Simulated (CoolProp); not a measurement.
A simple Rankine cycle with hexamethyldisiloxane (MM): condensing at 298.15 K, boiler at 0.617 MPa, turbine inlet 456 K, turbine efficiency 0.75, pump efficiency 0.8, no recuperator. Each further row changes one setting.

The numbers come from the reference Helmholtz-energy equation of state, Thol 2016 in CoolProp.

```csv
case,thermal efficiency (%),net work (kJ/kg),heat in (kJ/kg),turbine exit temperature (K),volume ratio over the turbine
as stated,15.0,71.6,478,406.9,126
turbine inlet 476 K,14.6,75.8,519,427.4,121
condensing temperature 290.15 K,15.8,77.9,493,403.3,190
boiler pressure 0.432 MPa,14.0,68.1,485,412.7,81.5
turbine efficiency 0.65,13.0,61.9,478,412.3,128
```
